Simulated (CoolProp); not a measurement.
Model: reference Helmholtz-energy equation of state, Lemmon 2006, in CoolProp. It is a short technical equation, of lower accuracy than the large ones.

**Question.** For isohexane, give the phase and the cp (kJ/(kg K)) at 550 K and 14.4 kPa.

**Answer.** 
- 550 K and 14.4 kPa: gas; cp 2.74
